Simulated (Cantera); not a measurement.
A Cantera script and what it prints.

```python
import numpy as np
import cantera as ct

gas_names = """
    Br Br2 H HBr HO2 H2 H2O H2O2 O OH O2 O3
""".split()
cond_names = """
    Br2(cr) Br2(L) H2O(s) H2O(L)
""".split()


# ... load() reads the species with a 1 bar reference pressure and builds the phases ...
atoms = {
    'HBr': {'H': 1, 'Br': 1},
    'H2O': {'H': 2, 'O': 1},
    'O2': {'O': 2},
}
top_T = {}  # K; cautious upper limits of use, not melting points


# ... equilibrate(T, P, feed) seeds the gas with the atoms and calls Mixture.equilibrate('TP', solver="vcs", rtol=1e-11, max_steps=5000) ...
results = []
feed = {'HBr': 1, 'H2O': 0.25, 'O2': 0.34}  # mol
T = 3475  # K
P = 1000  # Pa
mix = equilibrate(T, P, feed)
results.append((T, P, feed, dict(zip(mix.species_names, mix.species_moles))))
x = sorted(zip(gas.X, gas.species_names), reverse=True)
print(f"T = {T:g} K  P = {P:g} Pa  gas = {mix.phase_moles(0):.4g} mol")
print("   x: " + "  ".join(f"{s} {v:.3e}" for v, s in x if v > 1e-06))
print("   condensed (mol): " + ("  ".join(f"{mix.phase(i).name} {mix.phase_moles(i):.4g}"
      for i in range(1, mix.n_phases) if mix.phase_moles(i) > 1e-12) or "none"))
```

Output:

```
T = 3475 K  P = 1000 Pa  gas = 3.374 mol
   x: H 4.254e-01  Br 2.954e-01  O 2.628e-01  OH 6.155e-03  H2 5.817e-03  O2 3.227e-03  HBr 1.011e-03  H2O 1.853e-04
   condensed (mol): none
```

Equilibrium computed with Cantera from the NASA thermochemical tables; the gas is ideal and each condensed phase is pure.
